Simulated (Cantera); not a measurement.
An adiabatic, constant-pressure homogeneous reactor starts with H2 : O2 : N2 = 1 : 1.11 : 4.18 (molar parts), equivalence ratio 0.45, at 1700 K and 1.00 bar. Integrator tolerance rtol = 1e-08.

Detailed kinetics in Cantera: the H2/O2 subset of GRI-Mech 3.0, which has no nitrogen chemistry.

```
quantity                                                            before                                      after
---------------------------------  ---------------------------------------  -----------------------------------------
time of steepest temperature rise                                  8.48 µs                                   0.149 ms
temperature at 0.500 s                                              2609 K                                     2166 K
equilibrium temperature                                             2609 K                                     2166 K
x(H2) at 0.500 s                   0.00488 (gas-phase equilibrium 0.00488)  0.000486 (gas-phase equilibrium 0.000486)
x(O2) at 0.500 s                     0.0981 (gas-phase equilibrium 0.0981)        0.104 (gas-phase equilibrium 0.104)
x(OH) at 0.500 s                     0.0206 (gas-phase equilibrium 0.0206)    0.00474 (gas-phase equilibrium 0.00474)
x(H2O2) at 0.500 s                 4.25e-7 (gas-phase equilibrium 4.25e-7)    1.69e-7 (gas-phase equilibrium 1.69e-7)
x(H) at 0.500 s                    0.00281 (gas-phase equilibrium 0.00281)  0.000103 (gas-phase equilibrium 0.000103)
```

What was changed between the two runs?
A. pressure from 1.00 bar to 1.40 bar
B. pressure from 1.00 bar to 0.910 bar
C. initial temperature 1700 to 1050 K
D. initial temperature 1700 to 950 K

C, initial temperature 1700 to 1050 K
